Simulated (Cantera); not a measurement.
# Ignition delay

Mixture: H2 : O2 : N2 = 1 : 0.417 : 1.57 (molar parts), equivalence ratio 1.2, at 14300 Torr, adiabatic and at constant pressure. Ignition delay is the time to a rise of 400 K.

Cantera simulation using the H2/O2 subset of GRI-Mech 3.0, which has no nitrogen chemistry; the numbers are that mechanism's predictions, not measurements. The hydrogen kinetics of GRI-Mech 3.0 are dated; newer H2 mechanisms differ, most at raised pressure. The pressure lies above the range GRI-Mech 3.0 was tuned for (to about 10 atm). Where the delays flatten at high temperature, the 400 K rule measures the pace of heat release, not the induction time.

```
T0 (K)  delay (ms)
------  ----------
1200         0.107
1300        0.0125
1400       0.00191
1500      0.000914
1600      0.000589
1700      0.000429
1800      0.000335
1900      0.000275
2000      0.000236
2100      0.000210
```
